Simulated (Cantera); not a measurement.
Thermodynamics of carbothermic reduction, feed SiO₂ + CO + N₂ + C

A closed system holds: 1 mol SiO₂, 0.82 mol CO, 0.2 mol N₂, 1.4 mol C, held at 0.000780 bar.

Equilibrium computed with Cantera from the NASA thermochemical tables; the gas is ideal and each condensed phase is pure. Candidate condensed phases: C, Si, SiC, SiO₂, Si₂N₂O, Si₃N₄; 34 gas species. The tables' values for SiN are old estimates; treat these amounts as uncertain. The numbers say what is thermodynamically allowed, not how fast it happens.

From 1673 K to 2073 K the condensed part is SiC(s). The main Si-bearing gas is SiO throughout.

```csv
T (K),x CO,x SiO,x N₂,x Si,x Si₂C,n SiC(s)
1673,0.669,0.265,0.0662,7.36e-5,3.76e-7,0.200
1723,0.669,0.265,0.0662,0.000199,1.38e-6,0.200
1773,0.669,0.265,0.0662,0.000509,4.67e-6,0.199
1823,0.669,0.264,0.0661,0.00124,1.48e-5,0.198
1873,0.668,0.263,0.0660,0.00285,4.40e-5,0.195
1923,0.668,0.260,0.0658,0.00629,0.000123,0.190
1973,0.667,0.254,0.0653,0.0132,0.000323,0.178
2023,0.664,0.244,0.0644,0.0266,0.000803,0.154
2073,0.660,0.224,0.0627,0.0506,0.00187,0.109
```
x: gas mole fraction; n: condensed amount in mol.
